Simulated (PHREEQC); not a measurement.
**Brine: an equilibrium model**

Make-up at 18 °C: 0.77 mol Na2CO3, 0.016 mol K2SO4 and 0.03 mol CO2 per kg of water. Closed to the air; pH follows from the charge balance.

Model: Pitzer model, pitzer.dat, run in PHREEQC.

Precipitation was switched off in this run.

**Question.** Predict the pH.

**Answer.** pH 10.72.

**Question.** In which forms is C present?

**Answer.** CO3-2 92 %, HCO3- 7.6 % of the C.

In brines, pH and single-ion activities rest on the MacInnes convention.
